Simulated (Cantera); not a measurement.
A Cantera script and what it prints.

```python
import numpy as np
import cantera as ct

gas_names = [...]  # 115 gases of nasa_gas.yaml made of C, Ca, H, O
cond_names = """
    C(gr) C6H6(L) C7H8(L) C8H18(L),n-octa Ca(a) Ca(b) Ca(L) CaCO3(caL) CaO(s) CaO(L) CaO2H2(s) H2O(s)
    H2O(L)
""".split()


# ... load() reads the species with a 1 bar reference pressure and builds the phases ...
atoms = {
    'CaCO3': {'Ca': 1, 'C': 1, 'O': 3},
    'O2': {'O': 2},
    'H2O': {'H': 2, 'O': 1},
}
top_T = {'C(gr)': 4500}  # K; cautious upper limits of use, not melting points


# ... equilibrate(T, P, feed) seeds the gas with the atoms and calls Mixture.equilibrate('TP', solver="vcs", rtol=1e-11, max_steps=5000) ...
results = []
feed = {'CaCO3': 1, 'O2': 0.27, 'H2O': 5.2}  # mol
T = 1048  # K
for P in [1000, 3000, 8800, 26000, 77000, 230000, 680000, 2000000]:
    mix = equilibrate(T, P, feed)
    results.append((T, P, feed, dict(zip(mix.species_names, mix.species_moles))))

top = {s: max(r[3][s] / sum(r[3][g] for g in gas_names) for r in results) for s in gas_names}
cols = sorted((s for s in top if top[s] > 1e-05), key=lambda s: -top[s])[:9]
seen = [c for c in cond_names if any(r[3].get(c, 0) > 1e-12 for r in results)]
print("log10 of partial pressures in bar; condensed amounts in mol")
print(f"{'P/Pa':>10s}" + "".join(f"{s[:9]:>10s}" for s in cols + seen))
for T, P, feed, n in results:
    ng = sum(n[g] for g in gas_names)
    print(f"{P:10.4g}" + "".join(f"{np.log10(max(n[s] / ng * P / 1e5, 1e-99)):10.3f}" for s in cols)
          + "".join(f"{n.get(c, 0):10.4g}" for c in seen))
```

Output:

```
log10 of partial pressures in bar; condensed amounts in mol
      P/Pa       H2O       CO2        O2 CaCO3(caL    CaO(s)
      1000    -2.095    -2.811    -3.380         0         1
      3000    -1.618    -2.334    -2.902         0         1
      8800    -1.150    -1.866    -2.435         0         1
   2.6e+04    -0.680    -1.396    -1.965         0         1
   7.7e+04    -0.208    -0.924    -1.493         0         1
   2.3e+05     0.312    -0.853    -0.972    0.6448    0.3552
   6.8e+05     0.801    -0.853    -0.483    0.8848    0.1152
     2e+06     1.276    -0.853    -0.009    0.9614   0.03863
```

These are equilibrium values from Cantera (NASA tables, ideal gas, pure condensed phases), not measurements of a reactor. Mutual solubility and eutectic melting of coexisting phases are not modelled.
